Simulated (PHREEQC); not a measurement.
Consider water at 25 °C with 16.2 mmol/kgw HF and 0.97 mmol/kgw NaF. Closed to the air; pH follows from the charge balance.

Computed with PHREEQC (ion-association model, wateq4f.dat).

No solid was allowed to form.

What pH, ionic strength does the model give?

pH 2.59; ionic strength 0.00367 mol/kgw.

In which forms is F present?

HF 73 %, F- 20 %, H2F2 4.8 %, HF2- 2.0 % of the F.
